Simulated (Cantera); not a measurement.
Standard-state values (1 bar) from the NASA 1993 polynomials, evaluated with Cantera. Values are per mole of reaction as written; species without (g) are pure solids or liquids, kept so even where they would boil at 1 bar. TiC: taken at fixed stoichiometry.

2 TiO(g) + C = TiC + TiO2

```json
[
 {"T (K)": "300", "ΔH° (kJ)": "-1237.6", "ΔS° (J/K)": "-398.1", "ΔG° (kJ)": "-1118.2", "log10 K": "194.69", "condensed phases": "C(graphite), TiC(s), TiO2(rutile)"},
 {"T (K)": "1748", "ΔH° (kJ)": "-1195.6", "ΔS° (J/K)": "-349.7", "ΔG° (kJ)": "-584.3", "log10 K": "17.46", "condensed phases": "C(graphite), TiC(s), TiO2(rutile)"},
 {"T (K)": "1848", "ΔH° (kJ)": "-1192.3", "ΔS° (J/K)": "-347.8", "ΔG° (kJ)": "-549.5", "log10 K": "15.53", "condensed phases": "C(graphite), TiC(s), TiO2(rutile)"},
 {"T (K)": "1948", "ΔH° (kJ)": "(withheld)", "ΔS° (J/K)": "(withheld)", "ΔG° (kJ)": "(withheld)", "log10 K": "(withheld)", "condensed phases": "C(graphite), TiC(s), TiO2(rutile)"},
 {"T (K)": "2048", "ΔH° (kJ)": "-1185.2", "ΔS° (J/K)": "-344.2", "ΔG° (kJ)": "-480.3", "log10 K": "12.25", "condensed phases": "C(graphite), TiC(s), TiO2(rutile)"},
 {"T (K)": "2148", "ΔH° (kJ)": "-1114.3", "ΔS° (J/K)": "-310.9", "ΔG° (kJ)": "-446.5", "log10 K": "10.86", "condensed phases": "C(graphite), TiC(s), TiO2(l)"},
 {"T (K)": "2248", "ΔH° (kJ)": "(withheld)", "ΔS° (J/K)": "(withheld)", "ΔG° (kJ)": "(withheld)", "log10 K": "(withheld)", "condensed phases": "C(graphite), TiC(s), TiO2(l)"},
 {"T (K)": "2348", "ΔH° (kJ)": "-1102.6", "ΔS° (J/K)": "-305.7", "ΔG° (kJ)": "-384.8", "log10 K": "8.56", "condensed phases": "C(graphite), TiC(s), TiO2(l)"}
]
```

**Question.** What belongs in the gaps?

**Answer.** 
- 1948, ΔH° (kJ): -1188.8
- 1948, ΔS° (J/K): -346.0
- 1948, ΔG° (kJ): -514.8
- 1948, log10 K: 13.80
- 2248, ΔH° (kJ): -1108.5
- 2248, ΔS° (J/K): -308.2
- 2248, ΔG° (kJ): -415.5
- 2248, log10 K: 9.66
